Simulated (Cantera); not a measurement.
Feed: 1 mol SiF4, 0.062 mol C2H4, 160 mol H2, at 1323 K.

Cantera equilibrium calculation (NASA polynomials, part measured and part estimated; ideal gas, pure solids and liquids). Candidate condensed phases: C, C6H6, C7H8, C8H18, Si, SiC; 113 gas species. The tables' values for SiF3, SiF2 are old estimates; treat these amounts as uncertain. Rates play no part.

log p: log10 of the partial pressure in bar; n: condensed amount in mol.

```
P (Pa)  log p H2  log p SiF4  log p HF  log p CH4  n SiC(s)  n C(graphite)
------  --------  ----------  --------  ---------  --------  -------------
100        -3.00       -5.35         …      -8.72     0.124              0
220        -2.66       -4.99         …      -7.83     0.123              0
460        -2.34       -4.65         …      -6.99     0.120              0
1000       -2.00       -4.30         …      -6.18     0.110        0.00342
2200       -1.66       -3.95         …      -5.49    0.0875         0.0125
4600       -1.34       -3.62         …      -4.85    0.0696        0.00455
10000      -1.00       -3.27         …      -4.31    0.0452              0
22000      -0.66       -2.93         …      -3.85    0.0202              0
46000      -0.34       -2.61         …      -3.45         0              0
100000      0.00       -2.27         …      -3.11         0              0
```

**Question.** What belongs in the gaps?

**Answer.** 
- 100, log p HF: -5.38
- 220, log p HF: -5.07
- 460, log p HF: -4.78
- 1000, log p HF: -4.49
- 2200, log p HF: -4.23
- 4600, log p HF: -3.98
- 10000, log p HF: -3.76
- 22000, log p HF: -3.56
- 46000, log p HF: -3.37
- 100000, log p HF: -3.04
